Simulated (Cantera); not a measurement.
An adiabatic, constant-volume homogeneous reactor starts with CH4 : O2 : N2 = 1 : 2.5 : 9.4 (molar parts), equivalence ratio 0.80, at 1800 K and 555 Torr. Integrator tolerance rtol = 1e-08.

Detailed kinetics in Cantera: GRI-Mech 3.0 (53 species, 325 reactions).

Task: What does this change do: pressure from 555 Torr to 825 Torr?

Result: 
| quantity | before | after |
|---|---|---|
| time of steepest temperature rise | 0.139 ms | 96.9 µs |
| temperature at 0.200 s | 2881 K | 2917 K |
| equilibrium temperature | 2881 K | 2917 K |
| x(CH4) at 0.200 s | <1e-12 (gas-phase equilibrium <1e-12) | <1e-12 (gas-phase equilibrium <1e-12) |
| x(O2) at 0.200 s | 0.0425 (gas-phase equilibrium 0.0425) | 0.0418 (gas-phase equilibrium 0.0418) |
| x(CH3) at 0.200 s | <1e-12 (gas-phase equilibrium <1e-12) | <1e-12 (gas-phase equilibrium <1e-12) |
| x(NO) at 0.200 s | 0.0173 (gas-phase equilibrium 0.0173) | 0.0180 (gas-phase equilibrium 0.0180) |
| x(C2H) at 0.200 s | <1e-12 (gas-phase equilibrium <1e-12) | <1e-12 (gas-phase equilibrium <1e-12) |

Task: What does this change do: initial temperature 1800 to 1275 K?

Result: 
| quantity | before | after |
|---|---|---|
| time of steepest temperature rise | 0.139 ms | 17.6 ms |
| temperature at 0.200 s | 2881 K | 2731 K |
| equilibrium temperature | 2881 K | 2731 K |
| x(CH4) at 0.200 s | <1e-12 (gas-phase equilibrium <1e-12) | <1e-12 (gas-phase equilibrium <1e-12) |
| x(O2) at 0.200 s | 0.0425 (gas-phase equilibrium 0.0425) | 0.0399 (gas-phase equilibrium 0.0399) |
| x(CH3) at 0.200 s | <1e-12 (gas-phase equilibrium <1e-12) | <1e-12 (gas-phase equilibrium <1e-12) |
| x(NO) at 0.200 s | 0.0173 (gas-phase equilibrium 0.0173) | 0.0138 (gas-phase equilibrium 0.0138) |
| x(C2H) at 0.200 s | <1e-12 (gas-phase equilibrium <1e-12) | <1e-12 (gas-phase equilibrium <1e-12) |
